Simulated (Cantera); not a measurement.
A closed system holds: 1 mol BF3, 1.4 mol H2O, 0.69 mol H2, equilibrated at 0.0940 bar.

Cantera equilibrium calculation (NASA polynomials, part measured and part estimated; ideal gas, pure solids and liquids). Candidate condensed phases: B, B2O3, B3O3H3, H2O; 43 gas species. Gases not in the tables: H3BO3. Rates play no part.

Task: Which condensed phases are stable at each of these points (T (K)): 1200, 1250, 1300, 1350, 1400, 1450, 1500, 1550, 1600, 1650?

Result: 
| T (K) | condensed phases | B condensed (%) |
|---|---|---|
| 1200 | B2O3(l) | 16.1 |
| 1250 | B2O3(l) | 16.8 |
| 1300 | B2O3(l) | 16.1 |
| 1350 | B2O3(l) | 13.0 |
| 1400 | B2O3(l) | 6.2 |
| 1450 | gas only | 0.0 |
| 1500 | gas only | 0.0 |
| 1550 | gas only | 0.0 |
| 1600 | gas only | 0.0 |
| 1650 | gas only | 0.0 |

From 1200 K to 1400 K the condensed part is B2O3(l). From 1450 K to 1650 K nothing is condensed.
